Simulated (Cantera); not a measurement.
A closed system holds: 1 mol Si(CH3)4, 2.3 mol HCl, 210 mol H2, equilibrated at 2473 K and 1.00 bar.

These are equilibrium values from Cantera (NASA tables, ideal gas, pure condensed phases), not measurements of a reactor. Candidate condensed phases: C, C6H6, C7H8, C8H18, Si, SiC; 109 gas species. The tables' values for SiCl are old estimates; treat these amounts as uncertain. Gases not in the tables: Si2H6 and higher silanes. Equilibrium is a limit: real reactors are often held back by kinetics, nucleation or transport.

Base state: H2 0.958, H 0.0218, HCl 0.0101, C2H2 (acetylene) 0.00737, Si 0.000974, SiH 0.000263, SiH2 0.000223, SiC2 0.000186 (mole fractions); condensed: SiC(s).

What changes in the equilibrium state with this change: temperature from 2473 K to 1973 K?


| species | before | after |
|---|---|---|
| H2 | 0.958 | 0.987 |
| HCl | 0.0101 | 0.0105 |
| H | 0.0218 | 0.00134 |
| C2H2 (acetylene) | 0.00737 | 0.000632 |
| SiCl2 | 4.04e-5 | 1.37e-5 |
| Si2C | 0.000130 | 3.82e-8 |
| SiC2 | 0.000186 | 5.70e-8 |
| C2H | 1.14e-5 | 1.46e-8 |
| Si | 0.000974 | 1.56e-6 |
| SiC(s), mol | 0.556 | 0.995 |
| C(graphite), mol | 0 | 2.63 |
